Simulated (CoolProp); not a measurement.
Vapour-liquid equilibrium of methanol (1) + acetone (2) at 2.65 MPa; x and y are mole fractions of (1).

Computed with CoolProp (multi-fluid Helmholtz-energy mixture model, de Reuck 1993 and Lemmon 2006; pair parameters Bell 2016).

```tsv
x	bubble temperature (K)	y at the bubble point	dew temperature at overall composition x (K)	liquid density (mol/L)
0.05	468.4	0.068	469.0	9.288
0.15	464.4	0.194	465.8	…
0.25	…	0.308	462.8	…
0.35	458.5	0.411	460.0	…
0.45	…	0.506	457.6	12.11
0.55	…	0.596	455.5	13.00
0.65	453.4	0.682	453.9	14.00
0.75	452.6	0.768	452.7	15.12
0.85	452.0	0.856	452.1	…
0.95	451.9	0.950	451.9	17.83
```

Task: What belongs in the gaps?

Result: 
- 0.15, liquid density (mol/L): 9.912
- 0.25, bubble temperature (K): 461.2
- 0.25, liquid density (mol/L): 10.58
- 0.35, liquid density (mol/L): 11.31
- 0.45, bubble temperature (K): 456.4
- 0.55, bubble temperature (K): 454.7
- 0.85, liquid density (mol/L): 16.39

y crosses x between x = 0.85 and 0.95: the model has an azeotrope there.

The pair parameters rest on a limited set of measurements; away from them the model extrapolates.
